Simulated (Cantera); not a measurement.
Charge: 1 mol BCl3, 28 mol N2, 1.3 mol H2, held at 1698 K and 13.3 mbar.

Equilibrium computed with Cantera from the NASA thermochemical tables; the gas is ideal and each condensed phase is pure. Candidate condensed phases: B, BN, NH4Cl; 21 gas species. The tables' values for BCl2, BCl are old estimates; treat these amounts as uncertain. Gases not in the tables: BHCl2. Rates play no part.

Base state: N2 0.909, HCl 0.0814, BCl3 0.00498, H2 0.00213, Cl 0.00172, BCl2 0.000314, BCl 0.000209, H 5.78e-5 (mole fractions); condensed: BN(s).

Question: What changes in the equilibrium state with this change: pressure from 13.3 mbar to 1.33 mbar?

Answer: 
```json
[
 {"species": "N2", "before": "0.909", "after": "0.906"},
 {"species": "HCl", "before": "0.0814", "after": "0.0800"},
 {"species": "Cl", "before": "0.00172", "after": "0.00481"},
 {"species": "BCl", "before": "0.000209", "after": "0.00186"},
 {"species": "BCl3", "before": "0.00498", "after": "0.00346"},
 {"species": "H", "before": "5.78e-5", "after": "0.000203"},
 {"species": "BCl2", "before": "0.000314", "after": "0.000779"},
 {"species": "H2", "before": "0.00213", "after": "0.00262"},
 {"species": "BN(s), mol", "before": "0.833", "after": "0.815"}
]
```
The tables' values for BCl, BCl2 are old estimates; treat these amounts as uncertain.

Question: What changes in the equilibrium state with this change: pressure from 13.3 mbar to 0.150 bar?

Answer: 
```tsv
species	before	after
N2	0.909	0.910
HCl	0.0814	0.0817
BCl3	0.00498	0.00549
Cl	0.00172	0.000529
BCl	0.000209	1.92e-5
H	5.78e-5	1.67e-5
BN(s), mol	0.833	0.830
```

Question: What changes in the equilibrium state with this change: temperature from 1698 K to 1825 K?

Answer: 
| species | before | after |
|---|---|---|
| N2 | 0.909 | 0.907 |
| HCl | 0.0814 | 0.0784 |
| BCl3 | 0.00498 | 0.00417 |
| Cl | 0.00172 | 0.00391 |
| BCl | 0.000209 | 0.00167 |
| H | 5.78e-5 | 0.000223 |
| BCl2 | 0.000314 | 0.00104 |
| H2 | 0.00213 | 0.00341 |
| BN(s), mol | 0.833 | 0.790 |
The tables' values for BCl, BCl2 are old estimates; treat these amounts as uncertain.
